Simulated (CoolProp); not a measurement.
Saturated liquid density (kg/m³) of n-hexane: the reference equation beside estimates from Tc = 234.7 °C, pc = 30.44 bar, ω = 0.300.

Values from CoolProp's reference Helmholtz-energy equation of state, Thol 2019.

| T (°C) | reference | van der Waals | Redlich-Kwong | Peng-Robinson |
|---|---|---|---|---|
| 91.35 | 590.2 | 349.0 | 504.2 | 600.0 |
| 98.75 | 582.3 | 344.3 | 495.7 | 591.1 |
| 106.05 | 574.3 | 339.5 | 487.1 | 581.9 |
| 113.45 | 566.0 | 334.5 | 478.1 | 572.1 |
| 120.75 | 557.5 | 329.3 | 468.9 | 561.9 |
| 128.15 | 548.7 | … | 459.2 | 551.1 |
| 135.45 | 539.6 | 318.4 | 449.2 | 539.9 |
| 142.85 | 530.1 | 312.6 | 438.7 | 527.9 |
| 150.15 | 520.3 | 306.6 | 427.9 | 515.3 |
| 157.55 | … | 300.2 | 416.5 | 501.8 |
| 164.85 | 499.2 | 293.7 | 404.6 | 487.6 |
| 172.25 | 487.6 | … | 392.0 | 472.2 |
| 179.55 | 475.4 | … | 378.7 | 455.9 |
| 186.95 | 462.0 | … | 364.4 | 438.0 |

### Question
Complete the blanks.

### Answer

- 128.15, van der Waals: 323.9
- 157.55, reference: 509.9
- 172.25, van der Waals: 286.6
- 179.55, van der Waals: 279.2
- 186.95, van der Waals: 271.2

Absolute difference from the reference over all 14 rows, mean and median: van der Waals 41.0 and 41.0 %, Redlich-Kwong 17.3 and 17.0 %, Peng-Robinson 1.8 and 1.4 %.
